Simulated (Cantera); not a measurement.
Feed: 1 mol Si, a varied amount of HF, held at 1123 K and 5.70e-5 bar.

Equilibrium computed with Cantera from the NASA thermochemical tables; the gas is ideal and each condensed phase is pure. Candidate condensed phases: Si; 25 gas species. Rates play no part.

Problem. At 7.3 mol HF, list the 3 most abundant gas species with their mole fractions, and the condensed phases.

Solution. HF 0.524, H2 0.317, SiF4 0.159. Condensed: gas only.
